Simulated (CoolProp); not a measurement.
Vapour-liquid equilibrium of R1234yf (1) + R1234ze(E) (2) at 0.119 MPa; x and y are mole fractions of (1).

Model: multi-fluid Helmholtz-energy mixture model, Lemmon 2022 and Thol 2016; pair parameters Bell 2022, in CoolProp.

```tsv
x	bubble temperature (°C)	y at the bubble point	dew temperature at overall composition x (°C)	liquid density (mol/L)
0.05	-15.9	0.077	-15.7	11.25
0.125	-17.0	0.183	-16.4	11.23
0.2	-17.9	0.280	-17.1	11.22
0.275	-18.8	0.369	-17.9	11.20
0.35	-19.6	0.452	-18.6	11.18
0.425	-20.4	0.529	-19.4	11.16
0.5	-21.2	0.602	-20.1	11.14
0.575	-21.9	0.671	-20.9	11.12
0.65	-22.6	0.736	-21.7	11.10
0.725	-23.3	0.798	-22.5	11.07
0.8	-24.0	0.857	-23.4	11.05
0.875	-24.7	0.913	-24.2	11.03
0.95	-25.3	0.966	-25.1	11.00
```

No azeotrope shows between x = 0.05 and 0.95.

The pair parameters rest on a limited set of measurements; away from them the model extrapolates.
